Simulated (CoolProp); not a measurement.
Vapour-liquid equilibrium of dimethyl ether (1) + chloromethane (R40) (2) at 1.9 MPa; x and y are mole fractions of (1).

Computed with CoolProp (multi-fluid Helmholtz-energy mixture model, Wu 2011 and Thol 2014; pair parameters Bell 2016).

**Question.** Give the bubble temperature and the first vapour's composition at x = 0.05, 0.35, 0.95. Is there an azeotrope?

**Answer.** x = 0.05: 346.5 K, y = 0.045; x = 0.35: 347.7 K, y = 0.344; x = 0.95: 345.9 K, y = 0.955. y crosses x between x = 0.45 and 0.55: the model has an azeotrope there.

The pair parameters rest on a limited set of measurements; away from them the model extrapolates.
